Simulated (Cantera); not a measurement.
A perfectly stirred reactor is fed with 84.7 % NH3, 15.3 % N2, at 0.247 atm; it is held at 1775 K, and followed from long to short residence time.

Computed with Cantera and the gas-phase N/H chemistry of the illustrative SiF4/NH3 mechanism in the Surface Chemkin manual (1991). Walls and surfaces, which speed up NH3 decomposition in real reactors, are not modelled.

**Question.** Predict: x(NH3) at τ = 15.0 s; x(N2H4) at τ = 15.0 s; x(H2) at τ = 15.0 s; x(N) at τ = 15.0 s; x(H) at τ = 15.0 s; x(NH3) at τ = 0.100 s; x(N2H4) at τ = 0.100 s; x(H2) at τ = 0.100 s; x(N) at τ = 0.100 s; x(H) at τ = 0.100 s.

**Answer.** 
- x(NH3) at τ = 15.0 s = 0.0882
- x(N2H4) at τ = 15.0 s = 5.23e-9
- x(H2) at τ = 15.0 s = 0.616
- x(N) at τ = 15.0 s = 8.94e-8
- x(H) at τ = 15.0 s = 0.000200
- x(NH3) at τ = 0.100 s = 0.786
- x(N2H4) at τ = 0.100 s = 1.08e-7
- x(H2) at τ = 0.100 s = 0.0493
- x(N) at τ = 0.100 s = 3.47e-8
- x(H) at τ = 0.100 s = 8.27e-6
